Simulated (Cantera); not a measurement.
Cantera run, input and output.

```python
import numpy as np
import cantera as ct

gas = ct.Solution("gri30.yaml", transport_model="multicomponent")
show = ['C2H2', 'O', 'OH']

rows = []
print(f"{'T/K':>7s}{'rho':>11s}{'cp':>10s}{'mu':>11s}{'lambda':>11s}{'Pr':>7s}" + "".join(f"{'D_' + s:>11s}" for s in show))
for T in [400, 550, 700, 850, 1000, 1150]:
    gas.TPX = T, 100000, {'CH4': 0.22, 'C3H8': 0.4, 'H2': 0.49}
    Pr = gas.cp_mass * gas.viscosity / gas.thermal_conductivity
    D = [gas.mix_diff_coeffs_mole[gas.species_index(s)] for s in show]
    rows.append([gas.density, gas.cp_mass, gas.viscosity, gas.thermal_conductivity, Pr, *D])
    print(f"{T:7g}{gas.density:11.4e}{gas.cp_mass:10.1f}{gas.viscosity:11.4e}"
          f"{gas.thermal_conductivity:11.4e}{Pr:7.3f}" + "".join(f"{d:11.4e}" for d in D))
print("SI units: kg/m3, J/kg/K, Pa s, W/m/K, m2/s")
```

It prints:

```
    T/K        rho        cp         mu     lambda     Pr     D_C2H2        D_O       D_OH
    400 6.0017e-01    2748.8 1.2476e-05 7.5316e-02  0.455 2.9793e-05 5.5775e-05 5.4767e-05
    550 4.3649e-01    3320.8 1.6232e-05 1.0630e-01  0.507 5.3103e-05 9.7030e-05 9.5283e-05
    700 3.4296e-01    3808.5 1.9557e-05 1.3800e-01  0.540 8.1324e-05 1.4651e-04 1.4387e-04
    850 2.8243e-01    4212.4 2.2573e-05 1.7018e-01  0.559 1.1396e-04 2.0347e-04 1.9982e-04
   1000 2.4007e-01    4550.5 2.5356e-05 2.0182e-01  0.572 1.5066e-04 2.6740e-04 2.6260e-04
   1150 2.0876e-01    4811.3 2.7956e-05 2.3278e-01  0.578 1.9116e-04 3.3789e-04 3.3183e-04
SI units: kg/m3, J/kg/K, Pa s, W/m/K, m2/s
```

Cantera simulation using GRI-Mech 3.0 (53 species, 325 reactions); the numbers are that mechanism's predictions, not measurements. The composition is frozen, though it would react at the higher temperatures.
